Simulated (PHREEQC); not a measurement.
# Silver or lead bath: an equilibrium model

Consider water at 35 °C with 0.002 mol/kgw PbCl2 and 0.056 mol/kgw NaNO3. Closed to the air; pH follows from the charge balance.

All values are PHREEQC results (ion-association model, phreeqc.dat), not measurements.

Precipitation was switched off in this run.

### Question
Estimate the pH.

### Answer
pH 5.44.

### Question
In which forms is Pb present?

### Answer
Pb+2 70 %, PbNO3+ 24 %, PbCl+ 5.8 % of the Pb.

Species that the database lacks are ignored.
